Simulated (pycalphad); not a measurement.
CALPHAD calculation (pycalphad, COST 507 light-alloy database (1999)), 1 atm. The database dates from 1999; later assessments differ in places, in temperatures and in the compounds included. Diffusion is slow at the low end, where real alloys seldom reach equilibrium.

Question: How does the equilibrium phase assembly of Si-59.43Cu (wt.%) change on cooling from 2350 K to 500 K?

Answer: 
```
T (K)          phases above              phases below
------  -------------------  ------------------------
1426.1               LIQUID       DIAMOND_A4 + LIQUID
1073.7  DIAMOND_A4 + LIQUID  CU19SI6_ETA + DIAMOND_A4
```
Changes were sought between steps of 50 K, so a narrower field can be missed.

Database names, with the compositions (at.%) that they take in these runs: CU19SI6_ETA: Cu 76 Si 24. DIAMOND_A4 is diamond (Si).
